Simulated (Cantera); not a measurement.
A Cantera script and what it prints.

```python
import numpy as np
import cantera as ct

gas_names = """
    C2H4 H2S CH3
""".split()
cond_names = """
    Ni(cr) Ni(L) NiS2(s) NiS2(L)
""".split()


# ... load() reads the species with a 1 bar reference pressure and builds the phases ...
species = {s.name: s for s in load("nasa_gas.yaml", gas_names) + load("nasa_condensed.yaml", cond_names)}
# Each term lists the table entries of one substance; the one whose range holds T is used.
reactions = {
    '2 C2H4(g) + 2 H2S(g) + Ni = NiS2 + 4 CH3(g)':
        [(-2, ['C2H4']), (-2, ['H2S']), (-1, ['Ni(cr)', 'Ni(L)']), (1, ['NiS2(s)', 'NiS2(L)']), (4, ['CH3'])],
}


def pick(names, T):
    return next(species[n] for n in names if species[n].thermo.min_temp <= T <= species[n].thermo.max_temp)


results = []
for label, terms in reactions.items():
    print(label)
    print("     T/K   dH/kJ  dS/(J/K)   dG/kJ   log10 K")
    for T in [300, 400, 600, 800, 1000, 1200]:
        used = [(nu, pick(names, T)) for nu, names in terms]
        dH = sum(nu * s.thermo.h(T) for nu, s in used) / 1e6
        dS = sum(nu * s.thermo.s(T) for nu, s in used) / 1e3
        dG = dH - T * dS / 1e3
        logK = -dG * 1e6 / (ct.gas_constant * T * np.log(10))
        results.append((label, T, dH, dS, dG, logK, [s.name for _, s in used]))
        print(f"{T:8g} {dH:8.1f} {dS:8.1f} {dG:8.1f} {logK:8.2f}")
```

It prints:

```
2 C2H4(g) + 2 H2S(g) + Ni = NiS2 + 4 CH3(g)
     T/K   dH/kJ  dS/(J/K)   dG/kJ   log10 K
     300    392.3    -31.8    401.8   -69.96
     400    396.2    -20.4    404.4   -52.81
     600    401.2    -10.0    407.2   -35.45
     800    403.9     -6.3    408.9   -26.70
    1000    406.1     -3.8    409.8   -21.41
    1200    407.9     -2.1    410.4   -17.87
```

Source: NASA polynomial tables (part measured, part estimated), evaluated in Cantera. Condensed species are held in their standard states even where they would react or evaporate.
